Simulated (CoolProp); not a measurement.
Properties of hydrogen sulfide along the isobar 0.101 MPa (Tc = 373.1 K, pc = 8.999 MPa, ω = 0.101).

Model: reference Helmholtz-energy equation of state, Lemmon 2006, in CoolProp. It is a short technical equation, of lower accuracy than the large ones.

```tsv
T (K)	phase	Z	cp (kJ/(kg K))	isothermal compressibility (1/MPa)	fugacity coefficient
344.2	gas	0.9952	1.026	9.949	0.9952
360.9	gas	0.9958	1.032	9.942	0.9959
377.7	gas	0.9964	1.038	9.937	0.9964
394.4	gas	0.9969	1.045	9.932	0.9969
411.1	gas	0.9973	1.052	9.928	0.9973
427.8	gas	0.9976	1.060	9.925	0.9976
444.5	gas	0.9979	1.067	9.922	0.9979
461.2	gas	0.9981	1.075	9.919	0.9981
478	gas	0.9984	1.083	9.917	0.9984
494.7	gas	0.9985	1.092	9.915	0.9985
511.4	gas	0.9987	1.100	9.914	0.9987
528.1	gas	0.9989	1.109	9.912	0.9989
544.8	gas	0.9990	1.117	9.911	0.9990
561.5	gas	0.9991	1.126	9.910	0.9991
578.3	gas	0.9992	1.135	9.909	0.9992
595	gas	0.9993	1.143	9.908	0.9993
```
